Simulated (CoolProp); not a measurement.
Computed with CoolProp (reference Helmholtz-energy equation of state, Lemmon 2006). It is a short technical equation, of lower accuracy than the large ones.

### Question
Give the vapour pressure (kPa), liquid density (kg/m³), vapour density (kg/m³), enthalpy of vaporisation (kJ/kg) of saturated nitrous oxide at 219.3, 224 K.

### Answer
| T (K) | p (kPa) | liquid density (kg/m³) | vapour density (kg/m³) | enthalpy of vaporisation (kJ/kg) |
|---|---|---|---|---|
| 219.3 | 556 | 1120 | 14.7 | 331 |
| 224 | 669 | 1110 | 17.6 | 325 |
